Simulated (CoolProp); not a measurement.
Computed with CoolProp (reference Helmholtz-energy equation of state, Lemmon 2006). It is a short technical equation, of lower accuracy than the large ones.

Q: Give the vapour pressure (bar), enthalpy of vaporisation (kJ/kg), liquid cp (kJ/(kg K)), vapour Z of saturated acetone at 50.65, 160.95 °C.

A: 
```
T (°C)  p (bar)  enthalpy of vaporisation (kJ/kg)  liquid cp (kJ/(kg K))  vapour Z
------  -------  --------------------------------  ---------------------  --------
50.65     0.839                               507                   2.21     0.954
160.95     14.1                               352                   2.75     0.737
```
